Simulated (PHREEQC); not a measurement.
Make-up at 25 °C: 0.0051 mol CuCl2, 0.0037 mol HNO3 and 6.9e-05 mol KCl per kg of water. Closed to the air; pH follows from the charge balance.

The numbers come from PHREEQC with the ion-association model, phreeqc.dat.

Precipitation was switched off in this run.

Q: Predict the pH, specific conductance.

A: pH 2.48; specific conductance 2590 µS/cm.

Q: In which forms is Cu present?

A: Cu+2 98 %, CuCl+ 1.6 % of the Cu.
